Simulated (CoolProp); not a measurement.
A simple Rankine cycle with R124: condensing at 321.15 K, boiler at 1.7 MPa, turbine inlet 469 K, turbine efficiency 0.75, pump efficiency 0.8, no recuperator. Each further row changes one setting.

Computed with CoolProp (reference Helmholtz-energy equation of state, de Vries 1995).

| case | thermal efficiency (%) | net work (kJ/kg) | heat in (kJ/kg) | turbine exit temperature (K) | volume ratio over the turbine |
|---|---|---|---|---|---|
| as stated | 5.9 | 15.2 | 260 | 446.2 | 2.31 |
| condensing temperature 313.15 K | 7.1 | 19.2 | 269 | 440.8 | 2.85 |
| boiler pressure 1.19 MPa | 3.5 | 9.12 | 263 | 456.3 | 1.61 |
| turbine efficiency 0.65 | 5.0 | 13.1 | 260 | 448.5 | 2.32 |
